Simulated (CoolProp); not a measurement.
Vapour-liquid equilibrium of propane (1) + isohexane (2) at 22.95 °C; x and y are mole fractions of (1).

The numbers come from the multi-fluid Helmholtz-energy mixture model, Lemmon 2009 and Lemmon 2006; pair parameters Bell 2016 in CoolProp.

```
x     bubble pressure (kPa)  y at the bubble point  dew pressure at overall composition x (kPa)  liquid density (mol/L)
----  ---------------------  ---------------------  -------------------------------------------  ----------------------
0.05                  67.37                  0.626                                        27.26                   7.695
0.2                   192.1                  0.882                                        32.29                   8.162
0.35                  317.4                  0.938                                        39.55                   8.670
0.5                   443.8                  0.963                                        51.01                   9.219
0.65                  572.7                  0.978                                        71.76                   9.808
0.8                   706.7                  0.988                                        120.8                   10.43
0.95                  851.1                  0.997                                        370.4                   11.04
```

No azeotrope shows between x = 0.05 and 0.95.

The pair parameters rest on a limited set of measurements; away from them the model extrapolates.
